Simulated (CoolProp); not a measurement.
Vapour-liquid equilibrium of carbon dioxide (1) + R143a (2) at 254.2 K; x and y are mole fractions of (1).

The numbers come from the multi-fluid Helmholtz-energy mixture model, Span 1996 and Lemmon and Jacobsen 2000; pair parameters Bell 2016 in CoolProp.

### Question
Give the bubble pressure and the first vapour's composition at x = 0.35, 0.5, 0.65. Is there an azeotrope?

### Answer
x = 0.35: 0.9302 MPa, y = 0.741; x = 0.5: 1.205 MPa, y = 0.834; x = 0.65: 1.459 MPa, y = 0.893. No azeotrope shows between x = 0.05 and 0.95.

The pair parameters rest on a limited set of measurements; away from them the model extrapolates. The gap from Raoult's law changes sign with composition, which may be real or a fault of the pair parameters; it wasn't checked against measurements.
